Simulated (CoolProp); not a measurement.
Properties of propylene glycol along the isotherm 346.85 °C.

Model: reference Helmholtz-energy equation of state, Eisenbach 2021, in CoolProp.

| p (MPa) | phase | expansivity (1/kK) | fugacity coefficient |
|---|---|---|---|
| 0.0576 | gas | 1.636 | 0.9964 |
| 0.0846 | gas | 1.647 | 0.9948 |
| 0.124 | gas | 1.664 | 0.9923 |
| 0.182 | gas | 1.689 | 0.9887 |
| 0.268 | gas | 1.727 | 0.9834 |
| 0.393 | gas | 1.784 | 0.9757 |
| 0.576 | gas | 1.873 | 0.9644 |
| 0.846 | gas | 2.020 | 0.9478 |
| 1.24 | gas | 2.269 | 0.9234 |
| 1.82 | gas | 2.748 | 0.8875 |
| 2.68 | gas | 3.904 | 0.8337 |
| 3.93 | liquid | 3.645 | 0.6673 |
| 5.76 | liquid | 3.261 | 0.4738 |
| 8.46 | liquid | 2.863 | 0.3419 |
| 12.4 | liquid | 2.475 | 0.2534 |
| 18.2 | liquid | 2.111 | 0.1945 |
